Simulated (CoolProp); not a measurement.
20 sccm (0 °C, 1 atm) of nitrogen bubbles through liquid n-octane at 318.1 K and leaves saturated at a total pressure of 0.088 MPa (ideal gas phase). Each further row changes one setting.

Computed with CoolProp (reference Helmholtz-energy equation of state, Beckmüller 2019).

```tsv
case	vapour pressure (kPa)	mole fraction of vapour	delivery (mg/min)	delivery (sccm)	change of delivery for a bath 1 K warmer (%)
as stated	5.29	0.0602	6.52	1.28	5.2
bath temperature 323.1 K	6.70	0.0762	8.40	1.65	5.1
total pressure 0.176 MPa	5.29	0.0301	3.16	0.620	5.1
```
